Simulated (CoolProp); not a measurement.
Vapour-liquid equilibrium of isopentane (1) + toluene (2) at 1.24 bar; x and y are mole fractions of (1).

Computed with CoolProp (multi-fluid Helmholtz-energy mixture model, Lemmon 2006 and Lemmon 2006; pair parameters Bell 2016).

**Question.** Give the bubble temperature and the first vapour's composition at x = 0.05, 0.5, 0.8. Is there an azeotrope?

**Answer.** x = 0.05: 376.7 K, y = 0.355; x = 0.5: 322.4 K, y = 0.944; x = 0.8: 312.4 K, y = 0.980. No azeotrope shows between x = 0.05 and 0.95.

The pair parameters rest on a limited set of measurements; away from them the model extrapolates.
